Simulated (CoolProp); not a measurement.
Properties of ammonia along the isotherm 216.35 °C (Tc = 132.4 °C, pc = 11.36 MPa, ω = 0.256).

The numbers come from the reference Helmholtz-energy equation of state, Gao 2020 in CoolProp.

```csv
p (MPa),phase,cv (kJ/(kg K)),speed of sound (m/s),isothermal compressibility (1/MPa),expansivity (1/kK),viscosity (µPa s),conductivity (mW/(m K))
8.33,gas,2.202,505.6,0.1415,3.503,18.0,60.1
16.7,supercritical,2.447,470.9,0.08714,6.397,20.6,79.9
25,supercritical,2.603,474.9,0.06090,9.700,26.6,118
33.3,supercritical,2.627,549.1,0.03119,8.387,34.6,161
41.7,supercritical,2.610,651.1,0.01634,6.027,41.0,194
50,supercritical,2.598,744.1,0.01029,4.637,45.7,219
58.3,supercritical,2.592,826.1,0.007299,3.801,49.5,240
66.7,supercritical,2.590,899.7,0.005570,3.247,52.7,258
75,supercritical,2.590,965.1,0.004486,2.864,55.6,274
83.3,supercritical,2.591,1025,0.003742,2.578,58.1,289
91.7,supercritical,2.593,1080,0.003197,2.355,60.4,302
100,supercritical,2.595,1132,0.002791,2.180,62.6,315
```

Viscosity comes from a separate model (Fenghour 1995). Thermal conductivity comes from a separate model (Tufeu 1984).
